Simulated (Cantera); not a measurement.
Charge: 1 mol Fe2O3, 0.3 mol CH4, 11 mol H2, equilibrated at 13.5 Torr.

These are equilibrium values from Cantera (NASA tables, ideal gas, pure condensed phases), not measurements of a reactor. Candidate condensed phases: C, C6H6, C7H8, C8H18, Fe, Fe(CO)5, FeO, Fe(OH)2, Fe(OH)3, Fe2O3, Fe3O4, H2O; 114 gas species. Rates play no part. All values below are at 1923 K.

Base state: H2 0.738, H2O 0.222, CO 0.0233, Fe 0.00823, H 0.00603, CO2 0.00163, OH 0.000156, FeO 4.08e-5 (mole fractions); condensed: Fe(l).

Problem. What changes in the equilibrium state with this change: pressure from 13.5 Torr to 1.00 Torr?

Solution. 
```csv
species,before,after
H2,0.738,0.648
H2O,0.222,0.197
Fe,0.00823,0.111
H,0.00603,0.0208
CO,0.0233,0.0207
O,9.54e-7,1.30e-5
FeO,4.08e-5,0.000554
"Fe(l), mol",1.90,0.486
```
